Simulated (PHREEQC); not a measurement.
Make-up at 55 °C: 0.074 mol/kgw Na2S, 0.14 mol/kgw NaF and 0.00035 mol/kgw KHSO4. Closed to the air; pH follows from the charge balance.

Model: ion-association model, wateq4f.dat, run in PHREEQC.

```csv
quantity,before,after
pH,11.58,11.61
ionic strength (mol/kgw),0.313,0.208
```

Task: Name the change that produced these shifts.
A) KHSO4 left out
B) temperature from 55 to 15 °C
C) Na2S replaced by NaBF4 at the same molality
D) NaF from 0.14 to 0.028 mol/kgw
E) Na2S from 0.074 to 0.037 mol/kgw

Result: D, NaF from 0.14 to 0.028 mol/kgw

Precipitation was switched off in this run. With this much S-2 the pH rests on the database's HS-/S-2 constant; if that pK is higher, the solution is more alkaline. Away from 25 °C the constants follow the database's enthalpies or fits; those with neither stay at their 25 °C values. The database's pK near 12.9 for HS-/S-2 is now thought far too low, so its S-2 is overstated.
